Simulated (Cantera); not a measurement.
A Cantera script and its output.

```python
import numpy as np
import cantera as ct

gas = ct.Solution("gri30.yaml")


def delay(T, t_max=10):
    gas.TPX = T, 101325, {'C3H8': 1, 'O2': 8.06, 'N2': 30.3, 'H2O': 4.5}
    reactor = ct.IdealGasReactor(gas, clone=False)
    net = ct.ReactorNet([reactor])
    net.rtol, net.atol = 1e-8, 1e-16
    while net.time < t_max:
        t_old, T_old = net.time, reactor.T
        net.step()
        if reactor.T > T + 400:  # ignition: a rise of 400 K
            return t_old + (T + 400 - T_old) / (reactor.T - T_old) * (net.time - t_old)
    return np.nan


taus = []
for T in [1000, 1050, 1100, 1150, 1200, 1250, 1300, 1350, 1400, 1450]:
    taus.append(delay(T))
    print(f"T0 = {T:6g} K   tau = {taus[-1]:.4e} s")
```

Output:

```
T0 =   1000 K   tau = 5.6344e-01 s
T0 =   1050 K   tau = 1.7521e-01 s
T0 =   1100 K   tau = 5.4930e-02 s
T0 =   1150 K   tau = 1.7873e-02 s
T0 =   1200 K   tau = 6.2040e-03 s
T0 =   1250 K   tau = 2.3410e-03 s
T0 =   1300 K   tau = 9.6939e-04 s
T0 =   1350 K   tau = 4.4159e-04 s
T0 =   1400 K   tau = 2.2089e-04 s
T0 =   1450 K   tau = 1.2077e-04 s
```

Detailed kinetics in Cantera: GRI-Mech 3.0 (53 species, 325 reactions). GRI-Mech 3.0 was tuned for natural gas; its chemistry of propane as a main component is partial and can be far from experiment.
